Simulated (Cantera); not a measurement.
Charge: 1 mol MgF2, 3.4 mol HF, 53 mol N2, at 1423.15 K.

Method: chemical equilibrium by Gibbs-energy minimisation in Cantera with the NASA 1993 tables (ideal gas, pure condensed phases). Candidate condensed phases: Mg, MgF2; 28 gas species. Equilibrium is a limit: real reactors are often held back by kinetics, nucleation or transport.

Problem. At 4.00 mbar, list the 3 most abundant gas species with their mole fractions, and the condensed phases.

Solution. N2 0.937, HF 0.0601, MgF2 0.00276. Condensed: MgF2(s).
